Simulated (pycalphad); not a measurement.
Computed with pycalphad from the COST 507 light-alloy database (1999), at 1 atm. The database dates from 1999; later assessments differ in places, in temperatures and in the compounds included. Phase fractions are per mole of atoms.

Problem. Give the equilibrium state of Al-1.77C (at.%) at 1502 °C.

Solution. liquid, fraction 0.965, with 0.27 C at.%; AL4C3, fraction 0.035, with 42.9 C at.%.

Problem. Give the equilibrium state of Al-1.77C (at.%) at 527 °C.

Solution. fcc, fraction 0.959, with <0.01 C at.%; AL4C3, fraction 0.041, with 42.9 C at.%.

Database names, with the compositions (at.%) that they take in these runs: AL4C3: Al 57 C 43.
